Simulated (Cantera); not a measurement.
Charge: 1 mol C6H6, 0.5 mol H2O, 17 mol H2, held at 1575 K and 0.00960 bar.

Equilibrium computed with Cantera from the NASA thermochemical tables; the gas is ideal and each condensed phase is pure. Candidate condensed phases: C, C6H6, C7H8, C8H18, H2O; 110 gas species. Kinetics and transport are ignored.

Base state: H2 0.976, CO 0.0238, H 0.000419, C2H2 (acetylene) 2.06e-5, CH4 1.66e-5 (mole fractions); condensed: C(graphite).

Question: What changes in the equilibrium state with this change: H2O from 0.5 to 0.98 mol?

Answer: 
| species | before | after |
|---|---|---|
| H2 | 0.976 | 0.955 |
| CO | 0.0238 | 0.0446 |
| H | 0.000419 | 0.000414 |
| CH4 | 1.66e-5 | 1.59e-5 |
| C2H2 (acetylene) | 2.06e-5 | 2.01e-5 |
| C(graphite), mol | 5.50 | 5.02 |

Question: What changes in the equilibrium state with this change: temperature from 1575 K to 523.15 K?

Answer: 
```tsv
species	before	after
H2	0.976	0.552
CH4	1.66e-5	0.414
H2O	2.29e-7	0.0345
CO	0.0238	8.19e-7
H	0.000419	<1e-9
C2H2 (acetylene)	2.06e-5	<1e-9
C(graphite), mol	5.50	0
```
